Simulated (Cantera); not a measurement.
A freely propagating, adiabatic, planar premixed flame of H2 : O2 : N2 = 1 : 0.227 : 0.855 (molar parts), equivalence ratio 2.2, unburnt at 425 K and 96000 Pa; mixture-averaged transport, grid criteria slope 0.08 and curve 0.16, no radiation.

Model: the H2/O2 subset of GRI-Mech 3.0, which has no nitrogen chemistry, integrated in Cantera. Burning velocities carry a grid error of a few per cent, more on coarse grids.

**Question.** What does this change do: N2 0.855 to 0.65 parts?

**Answer.** 
| quantity | before | after |
|---|---|---|
| laminar burning velocity | 494 cm/s | 602 cm/s |
| thermal thickness | 0.417 mm | 0.411 mm |
| peak x(H2O2) | 4.03e-5 | 4.27e-5 |
| peak x(OH) | 0.00280 | 0.00422 |
| peak x(H) | 0.0766 | 0.0941 |

**Question.** What does this change do: O2 0.227 to 0.18 parts?

**Answer.** 
```
quantity                    before     after
------------------------  --------  --------
laminar burning velocity  494 cm/s  353 cm/s
thermal thickness         0.417 mm  0.456 mm
peak x(H2O2)               4.03e-5   3.18e-5
peak x(OH)                 0.00280  0.000934
peak x(H)                   0.0766    0.0503
```
